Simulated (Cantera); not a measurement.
An adiabatic, constant-volume homogeneous reactor starts with 3.74 % CH4, 20.3 % O2, 76.0 % N2, at 1450 K and 10500 Torr.

Model: GRI-Mech 3.0 (53 species, 325 reactions), integrated in Cantera. The pressure lies above the range GRI-Mech 3.0 was tuned for (to about 10 atm).

Predict: time of steepest temperature rise; temperature at 5.00 s; equilibrium temperature; x(O2) at 5.00 s; x(NO) at 5.00 s.


| Item | Result |
|---|---|
| time of steepest temperature rise | 0.153 ms |
| temperature at 5.00 s | 2392 K |
| equilibrium temperature | 2392 K |
| x(O2) at 5.00 s | 0.120 (gas-phase equilibrium 0.120) |
| x(NO) at 5.00 s | 0.0140 (gas-phase equilibrium 0.0140) |
